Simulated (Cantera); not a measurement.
Input: 1 mol AlBr₃, 21 mol N₂O, 730 mol N₂, held at 1525 K and 100 Torr.

Equilibrium computed with Cantera from the NASA thermochemical tables; the gas is ideal and each condensed phase is pure. Candidate condensed phases: Al, AlBr₃, AlN, Al₂O₃, Br₂; 21 gas species. Equilibrium is a limit: real reactors are often held back by kinetics, nucleation or transport.

Base state: N₂ 0.983, O₂ 0.0126, Br 0.00389, NO 0.000377, Br₂ 1.74e-5 (mole fractions); condensed: Al₂O₃(s).

**Question.** What changes in the equilibrium state with this change: AlBr₃ replaced by Al(CH₃)₃?

**Answer.** 
```tsv
species	before	after
N₂	0.983	0.984
H₂O	0	0.00589
O₂	0.0126	0.00577
CO₂	0	0.00393
Br	0.00389	0
Br₂	1.74e-5	0
OH	0	1.58e-5
NO	0.000377	0.000256
Al₂O₃(s), mol	0.500	0.500
```
The feed counts by its element totals alone. Further candidate phases: C, C₆H₆, C₇H₈, C₈H₁₈, H₂O.

**Question.** What changes in the equilibrium state with this change: temperature from 1525 K to 1798 K?

**Answer.** 
```tsv
species	before	after
N₂	0.983	0.983
O₂	0.0126	0.0122
Br	0.00389	0.00392
NO	0.000377	0.00111
O	1.74e-6	3.61e-5
Br₂	1.74e-5	1.61e-6
Al₂O₃(s), mol	0.500	0.500
```
